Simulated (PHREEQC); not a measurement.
Consider water at 25 °C and 100 atm with 1.3 mol/kgw MgCl2 and 0.46 mol/kgw Na2SO4. Closed to the air; pH follows from the charge balance.

Model: Pitzer model, pitzer.dat, run in PHREEQC.

| quantity | before | after |
|---|---|---|
| pH | 5.83 | 0.54 |
| HSO4- (mol/kgw) | 8.65e-7 | 0.111 |
| SI of Epsomite (MgSO4:7H2O) | -0.76 | -0.85 |
| SI of Halite (NaCl) | -1.37 | -1.29 |

**Question.** Which change was made?
A) Na2SO4 from 0.46 to 0.92 mol/kgw
B) temperature from 25 to 20 °C
C) MgCl2 from 1.3 to 1.17 mol/kgw
D) MgCl2 from 1.3 to 0.13 mol/kgw
E) 0.22 mol/kgw HCl added

**Answer.** E, 0.22 mol/kgw HCl added

Precipitation was switched off in this run. Under pressure, the constants of complexes without a molar volume in the database are unreliable.
